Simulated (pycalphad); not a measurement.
Computed with pycalphad from the COST 507 light-alloy database (1999), at 1 atm. The data set is of 1999 and partly superseded. Diffusion is slow at the low end, where real alloys seldom reach equilibrium.

Task: How does the equilibrium phase assembly of Ti-63.9C (at.%) change on cooling from 3300 K to 500 K?

Result: 
```tsv
T (K)	phases above	phases below
3076.6	LIQUID	FCC_A1 + LIQUID
3044.1	FCC_A1 + LIQUID	FCC_A1 + GRAPHITE
```
Changes were sought between steps of 100 K, so a narrower field can be missed.

FCC_A1 is fcc. The fcc model also describes the rock-salt carbide or nitride (TiC, TiN, HfC).
